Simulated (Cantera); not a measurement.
What does this Cantera script print?

```python
import numpy as np
import cantera as ct

gas = ct.Solution("gri30.yaml")
gas.TPX = 1198, 100000, {'N2O': 1, 'H2': 0.29, 'N2': 0.6}
reactor = ct.IdealGasConstPressureReactor(gas, energy="off", clone=False)
net = ct.ReactorNet([reactor])
net.rtol, net.atol = 1e-08, 1e-18
show = ['N2O', 'H2', 'N2', 'H2O', 'O']
times = np.geomspace(3e-05, 100, 14)

steps = ct.SolutionArray(gas, extra=["t"])
rows = []
print(f"{'t/s':>10s}{'T/K':>9s}{'P/Pa':>11s}" + "".join(f"{s:>11s}" for s in show))
for t in times:
    while net.time < t:
        t_next = net.step()
        steps.append(gas.state, t=t_next)
    rows.append([np.interp(t, steps.t, y) for y in (steps.T, steps.P, *steps(*show).X.T)])
    print(f"{t:10.3e}{rows[-1][0]:9.1f}{rows[-1][1]:11.4g}" + "".join(f"{x:11.3e}" for x in rows[-1][2:]))
rate = np.gradient(steps.T, steps.t)
print("integrator steps:", len(steps.t))
if steps.T.max() > steps.T[0] + 200:
    print(f"time of steepest temperature rise: {steps.t[rate.argmax()]:.4e} s")
gas.TPX = 1198, 100000, {'N2O': 1, 'H2': 0.29, 'N2': 0.6}
gas.equilibrate("TP")
print(f"equilibrium (TP): T = {gas.T:.1f} K  " + "  ".join(f"{s} {gas[s].X[0]:.3e}" for s in show))
```

Output:

```
       t/s      T/K       P/Pa        N2O         H2         N2        H2O          O
 3.000e-05   1198.0      1e+05  5.290e-01  1.534e-01  3.175e-01  7.551e-05  1.746e-07
 9.525e-05   1198.0      1e+05  5.283e-01  1.526e-01  3.183e-01  8.090e-04  1.804e-07
 3.024e-04   1198.0      1e+05  5.182e-01  1.425e-01  3.282e-01  1.069e-02  6.305e-07
 9.603e-04   1198.0      1e+05  4.550e-01  7.968e-02  3.909e-01  7.314e-02  9.458e-07
 3.049e-03   1198.0      1e+05  3.873e-01  1.289e-02  4.581e-01  1.399e-01  1.390e-06
 9.681e-03   1198.0      1e+05  3.718e-01  4.232e-05  4.727e-01  1.529e-01  2.080e-06
 3.074e-02   1198.0      1e+05  3.631e-01  8.523e-07  4.781e-01  1.526e-01  1.990e-06
 9.760e-02   1198.0      1e+05  3.377e-01  3.160e-07  4.937e-01  1.510e-01  1.875e-06
 3.099e-01   1198.0      1e+05  2.720e-01  2.304e-07  5.342e-01  1.467e-01  1.624e-06
 9.839e-01   1198.0      1e+05  1.503e-01  1.495e-07  6.095e-01  1.389e-01  1.132e-06
 3.124e+00   1198.0      1e+05  3.563e-02  6.065e-08  6.814e-01  1.315e-01  4.194e-07
 9.919e+00   1198.0      1e+05  1.184e-03  7.069e-09  7.034e-01  1.293e-01  2.873e-08
 3.149e+01   1198.0      1e+05  1.183e-07  4.101e-09  7.042e-01  1.292e-01  9.349e-09
 1.000e+02   1198.0      1e+05  5.437e-08  4.100e-09  7.042e-01  1.292e-01  9.348e-09
integrator steps: 2656
equilibrium (TP): T = 1198.0 K  N2O 1.066e-08  H2 3.987e-09  N2 7.126e-01  H2O 1.292e-01  O 9.612e-09
```

Detailed kinetics in Cantera: GRI-Mech 3.0 (53 species, 325 reactions). GRI-Mech 3.0 was tuned for natural gas; its chemistry of N2O as a main component is partial and can be far from experiment. The mechanism lacks the step 2 NO + O2 → 2 NO2, which can matter for NO2 below about 1400 K. The temperature is held fixed by assumption; the heat of reaction is taken as removed at once.
